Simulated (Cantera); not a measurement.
A perfectly stirred reactor is fed with 3.48 % CH4, 94.8 % H2, 1.74 % O2, equivalence ratio 31, at 0.0168 atm; it is held at 2348 K, and followed from long to short residence time.

Model: GRI-Mech 3.0 (53 species, 325 reactions), integrated in Cantera. Radical loss at walls, strong at low pressure, is not modelled. The temperature is held fixed by assumption; the heat of reaction is taken as removed at once.

x: mole fraction; the columns are a selection and need not sum to one.

```csv
τ (s),x CH4,x H2,x O2,x CH2,x CO,x H2O,x CO2
2.5,5.33e-5,0.897,?,9.12e-6,0.0302,0.00171,1.00e-5
1.2,0.000109,0.907,?,1.31e-5,0.0292,0.00289,1.62e-5
0.57,0.000227,0.915,?,1.83e-5,0.0274,0.00489,2.55e-5
0.27,0.000451,0.921,?,2.51e-5,0.0245,0.00794,3.67e-5
0.13,0.000827,0.924,?,3.35e-5,0.0207,0.0120,4.65e-5
0.063,0.00143,0.925,?,4.39e-5,0.0162,0.0167,5.05e-5
0.030,0.00242,0.925,?,5.70e-5,0.0116,0.0215,4.66e-5
0.015,0.00383,0.925,?,7.17e-5,0.00797,0.0252,3.85e-5
0.0070,0.00614,0.924,?,9.02e-5,0.00523,0.0278,3.18e-5
0.0034,0.00921,0.923,?,0.000108,0.00364,0.0289,3.32e-5
```

**Question.** Some entries are withheld; supply them.

**Answer.** 
- 2.5, x O2: 2.77e-7
- 1.2, x O2: 6.81e-7
- 0.57, x O2: 1.73e-6
- 0.27, x O2: 4.36e-6
- 0.13, x O2: 1.05e-5
- 0.063, x O2: 2.46e-5
- 0.030, x O2: 5.78e-5
- 0.015, x O2: 0.000126
- 0.0070, x O2: 0.000292
- 0.0034, x O2: 0.000633
